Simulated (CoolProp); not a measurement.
Vapour-liquid equilibrium of isohexane (1) + benzene (2) at 0.195 MPa; x and y are mole fractions of (1).

Values from CoolProp's multi-fluid Helmholtz-energy mixture model, Lemmon 2006 and Thol 2012; pair parameters Bell 2016.

| x | bubble temperature, mixture model (°C) | bubble temperature, Raoult's law (°C) | y, mixture model | y, Raoult's law |
|---|---|---|---|---|
| 0.05 | 99.9 | 101.6 | 0.120 | 0.082 |
| 0.2 | 93.7 | 98.0 | 0.353 | 0.301 |
| 0.35 | 90.0 | 94.6 | 0.501 | 0.483 |
| 0.5 | 87.4 | 91.4 | 0.618 | 0.636 |
| 0.65 | 85.5 | 88.5 | 0.728 | 0.766 |
| 0.8 | 84.0 | 85.7 | 0.840 | 0.877 |
| 0.95 | 82.7 | 83.2 | 0.959 | 0.971 |

The largest gap from Raoult's law is -4.6 K in bubble temperature, at x = 0.35. No azeotrope shows between x = 0.05 and 0.95.

The pair parameters rest on a limited set of measurements; away from them the model extrapolates.
